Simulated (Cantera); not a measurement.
A Cantera script and what it prints.

```python
import numpy as np
import cantera as ct

gas_names = """
    Br Br2 H HBr H2 Si SiBr SiBr2 SiBr3 SiBr4 SiH SiHBr3 SiH2 SiH2Br2 SiH3 SiH3Br SiH4 Si2 Si3
""".split()
cond_names = """
    Br2(cr) Br2(L) Si(cr) Si(L)
""".split()


# ... load() reads the species with a 1 bar reference pressure and builds the phases ...
atoms = {
    'Si': {'Si': 1},
    'HBr': {'H': 1, 'Br': 1},
    'H2': {'H': 2},
}
top_T = {}  # K; cautious upper limits of use, not melting points


# ... equilibrate(T, P, feed) seeds the gas with the atoms and calls Mixture.equilibrate('TP', solver="vcs", rtol=1e-11, max_steps=5000) ...
results = []
feed = {'Si': 1, 'HBr': 4.9, 'H2': 6.6}  # mol
P = 1.5  # Pa
for T in [648, 748, 848, 948, 1048, 1148, 1248, 1348, 1448]:
    mix = equilibrate(T, P, feed)
    results.append((T, P, feed, dict(zip(mix.species_names, mix.species_moles))))

top = {s: max(r[3][s] / sum(r[3][g] for g in gas_names) for r in results) for s in gas_names}
cols = sorted((s for s in top if top[s] > 0.001), key=lambda s: -top[s])[:5]
seen = [c for c in cond_names if any(r[3].get(c, 0) > 1e-12 for r in results)]
print("log10 of partial pressures in bar; condensed amounts in mol")
print(f"{'T/K':>10s}" + "".join(f"{s[:9]:>10s}" for s in cols + seen))
for T, P, feed, n in results:
    ng = sum(n[g] for g in gas_names)
    print(f"{T:10.4g}" + "".join(f"{np.log10(max(n[s] / ng * P / 1e5, 1e-99)):10.3f}" for s in cols)
          + "".join(f"{n.get(c, 0):10.4g}" for c in seen))
```

Output:

```
log10 of partial pressures in bar; condensed amounts in mol
       T/K        H2       HBr     SiBr4     SiBr2        Br    Si(cr)
       648    -4.911    -5.891    -5.845   -12.515   -13.138         0
       748    -4.911    -5.889    -5.846    -9.462   -11.514         0
       848    -4.915    -5.850    -5.871    -7.248   -10.228         0
       948    -4.954    -5.590    -6.139    -6.254    -8.963   0.03328
      1048    -4.995    -5.449    -6.958    -5.930    -8.003         0
      1148    -5.002    -5.431    -8.080    -5.891    -7.319         0
      1248    -5.002    -5.445    -9.111    -5.889    -6.775         0
      1348    -5.001    -5.486   -10.051    -5.893    -6.341         0
      1448    -4.998    -5.569   -10.962    -5.904    -6.014         0
```

Cantera equilibrium calculation (NASA polynomials, part measured and part estimated; ideal gas, pure solids and liquids). The tables' values for SiBr3, SiBr are old estimates; treat these amounts as uncertain.
